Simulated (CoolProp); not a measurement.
A single-stage vapour-compression cycle with the fluid: evaporating at 322.15 K (dew point), condensing at 368.15 K (bubble point), superheat 0 K, subcooling 0 K, compressor efficiency 0.8, no pressure losses. The same conditions are run with several fluids, on thermodynamics alone (safety and materials aside).

Computed with CoolProp (reference Helmholtz-energy equation of state of each fluid (R1336mzz(E): Akasaka 2023; benzene: Thol 2012; neopentane: Lemmon 2006; R236FA: Pan 2012; n-perfluorobutane: Gao 2022; R141b: Lemmon 2006)).

**Question.** Rank R1336mzz(E), benzene, neopentane, R236FA, n-perfluorobutane, R141b by cooling COP, highest first.

**Answer.** benzene (4.91), R141b (4.63), neopentane (3.84), R1336mzz(E) (3.56), R236FA (3.43), n-perfluorobutane (1.88)

```
fluid              pressure ratio  discharge temperature (K)  refrigerating effect (kJ/kg)  volumetric capacity (kJ/m³)
-----------------  --------------  -------------------------  ----------------------------  ---------------------------
R1336mzz(E)                  3.21                      368.2                          68.0                         2010
benzene                      4.51                      378.7                           330                          340
neopentane                   2.92                      368.1                           161                         1680
R236FA                       3.07                      368.1                          66.2                         2520
n-perfluorobutane            2.95                      368.1                          19.1                         1100
R141b                        3.41                      371.5                           157                         1290
```

The compression ends wet for: R1336mzz(E); neopentane; R236FA; n-perfluorobutane.
